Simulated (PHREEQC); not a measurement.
Dissolve 0.0045 mol K2CO3, 9.3e-07 mol H4SiO4 and 0.0036 mol KH2PO4 per kg of water at 62 °C. Closed to the air; pH follows from the charge balance.

All values are PHREEQC results (ion-association model, wateq4f.dat), not measurements.

| quantity | before | after |
|---|---|---|
| pH | 9.24 | 10.54 |
| ionic strength (mol/kgw) | 0.0168 | 0.0273 |
| HCO3- (mol/kgw) | 0.00379 | 0.000887 |
| CO3-2 (mol/kgw) | 0.000706 | 0.00361 |
| CO2 (mol/kgw) | 3.76e-6 | 4.25e-8 |
| H4SiO4 (mol/kgw) | 5.11e-7 | 5.03e-8 |
| SI of Quartz (SiO2) | -2.79 | -3.80 |

Problem. Name the change that produced these shifts.
A. KH2PO4 replaced by KBr at the same molality
B. 0.0039 mol/kgw NH4Cl added
C. temperature from 62 to 65 °C
D. diluted 2-fold with water
E. KH2PO4 replaced by K3PO4 at the same molality

Solution. E, KH2PO4 replaced by K3PO4 at the same molality

No solid was allowed to form. H3PO4, which wateq4f.dat lacks, is added to it with the constant of phreeqc.dat. Constants without temperature data keep their 25 °C values here.
